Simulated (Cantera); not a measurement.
Cantera run:

```python
import numpy as np
import cantera as ct

gas_names = """
    H HNO HNO2 HNO3 HO2 H2 H2O H2O2 N NH NH2 NH3 NH2OH NO NO2 NO3 N2 N2H2 N2H4 N2O O OH O2 O3 Si SiH
    SiH2 SiH3 SiH4 SiN SiO SiO2 Si2 Si2N Si3
""".split()
cond_names = """
    H2O(s) H2O(L) Si(cr) Si(L) SiO2(Lqz) SiO2(hqz) SiO2(L) Si2N2O(s) Si3N4(a)
""".split()


# ... load() reads the species with a 1 bar reference pressure and builds the phases ...
atoms = {
    'Si3N4': {'Si': 3, 'N': 4},
    'H2O': {'H': 2, 'O': 1},
    'H2': {'H': 2},
}
top_T = {'Si2N2O(s)': 2100, 'Si3N4(a)': 2400}  # K; cautious upper limits of use, not melting points


# ... equilibrate(T, P, feed) seeds the gas with the atoms and calls Mixture.equilibrate('TP', solver="vcs", rtol=1e-11, max_steps=5000) ...
results = []
feed = {'Si3N4': 1, 'H2O': 3, 'H2': 320}  # mol
T = 1223  # K
for P in [0.1, 0.6, 3.6, 22, 130, 770, 4600, 28000, 170000, 1000000]:
    mix = equilibrate(T, P, feed)
    results.append((T, P, feed, dict(zip(mix.species_names, mix.species_moles))))

top = {s: max(r[3][s] / sum(r[3][g] for g in gas_names) for r in results) for s in gas_names}
cols = sorted((s for s in top if top[s] > 1e-06), key=lambda s: -top[s])[:7]
seen = [c for c in cond_names if any(r[3].get(c, 0) > 1e-12 for r in results)]
print("log10 of partial pressures in bar; condensed amounts in mol")
print(f"{'P/Pa':>10s}" + "".join(f"{s[:9]:>10s}" for s in cols + seen))
for T, P, feed, n in results:
    ng = sum(n[g] for g in gas_names)
    print(f"{P:10.4g}" + "".join(f"{np.log10(max(n[s] / ng * P / 1e5, 1e-99)):10.3f}" for s in cols)
          + "".join(f"{n.get(c, 0):10.4g}" for c in seen))
```

It prints:

```
log10 of partial pressures in bar; condensed amounts in mol
      P/Pa        H2       SiO        N2         H       H2O       NH3 SiO2(hqz) Si2N2O(s)
       0.1    -6.007    -8.039    -8.215    -9.525   -13.306   -16.882         0         0
       0.6    -5.229    -7.261    -7.437    -9.136   -11.361   -15.326         0 0.0002371
       3.6    -4.446    -7.329    -6.898    -8.745   -10.176   -13.882    0.8587    0.8593
        22    -3.659    -7.574    -6.163    -8.351    -9.144   -12.334    0.9862    0.9873
       130    -2.887    -7.830    -5.396    -7.966    -8.117   -10.794    0.9975    0.9994
       770    -2.115    -8.087    -4.625    -7.579    -7.087    -9.249    0.9976     1.001
      4600    -1.339    -8.345    -3.849    -7.191    -6.052    -7.697    0.9958     1.002
   2.8e+04    -0.554    -8.607    -3.065    -6.799    -5.007    -6.128    0.9924     1.004
   1.7e+05     0.229    -8.867    -2.284    -6.407    -3.963    -4.563    0.9862     1.007
     1e+06     0.999    -9.121    -1.523    -6.023    -2.940    -3.028    0.9752     1.012
```

Equilibrium computed with Cantera from the NASA thermochemical tables; the gas is ideal and each condensed phase is pure. Mutual solubility and eutectic melting of coexisting phases are not modelled. The tables hold silica as quartz up to 1696 K and as liquid above; real silica turns to tridymite and cristobalite and melts near 1996 K.
